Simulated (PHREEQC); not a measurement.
1 kg of water holding 0.35 mol KCl, 0.024 mol NaCl and 0.16 mol Na2SO4 is evaporated at 20 °C; the solids stay in contact with the brine. The system is closed to CO2. Only these solids could form: Arcanite, Glaserite, Halite, Mirabilite, Misenite, Sylvite, Thenardite.

All values are PHREEQC results (Pitzer model, pitzer.dat), not measurements.

| water left (kg) | ionic strength | water activity | Halite (mol) | Sylvite (mol) | Glaserite (mol) | Cl in solution (mol/kgw) | Na in solution (mol/kgw) |
|---|---|---|---|---|---|---|---|
| 1 | 0.854 | 0.982 | 0 | 0 | 0 | 0.374 | 0.344 |
| 0.8219 | 1.04 | 0.978 | 0 | 0 | 0 | 0.455 | 0.419 |
| 0.5552 | 1.54 | 0.968 | 0 | 0 | 0 | 0.674 | 0.620 |
| 0.4563 | 1.87 | 0.962 | 0 | 0 | 0 | 0.820 | 0.754 |
| 0.375 | 2.28 | 0.953 | 0 | 0 | 0 | 0.997 | 0.917 |
| 0.2533 | 3.37 | 0.931 | 0 | 0 | 0 | 1.48 | 1.36 |
| 0.2082 | 3.94 | 0.917 | 0 | 0 | 0.00557 | 1.80 | 1.63 |
| 0.1711 | 4.17 | 0.905 | 0 | 0 | 0.0233 | 2.19 | 1.87 |
| 0.1156 | 4.86 | 0.870 | 0 | 0 | 0.0486 | 3.23 | 2.55 |
| 0.09502 | 5.36 | 0.845 | 0 | 0 | 0.0575 | 3.94 | 3.02 |
| 0.06418 | 6.78 | 0.771 | 0 | 0 | 0.0698 | 5.83 | 4.27 |
| 0.05275 | 7.57 | 0.731 | 0 | 0.0219 | 0.0722 | 6.67 | 5.15 |
| 0.04335 | 7.76 | 0.722 | 0.0350 | 0.0433 | 0.0732 | 6.82 | 5.44 |
| 0.0293 | 7.76 | 0.722 | 0.109 | 0.0649 | 0.0754 | 6.82 | 5.44 |
| 0.02407 | 7.76 | 0.722 | 0.137 | 0.0730 | 0.0762 | 6.82 | 5.44 |
| 0.01979 | 7.76 | 0.722 | 0.159 | 0.0796 | 0.0769 | 6.82 | 5.44 |
| 0.01337 | 7.76 | 0.722 | 0.193 | 0.0894 | 0.0779 | 6.82 | 5.44 |
| 0.01099 | 7.76 | 0.722 | 0.206 | 0.0931 | 0.0783 | 6.82 | 5.44 |

Glaserite from water left = 0.2082 kg; Sylvite from water left = 0.05275 kg; Halite from water left = 0.04335 kg.
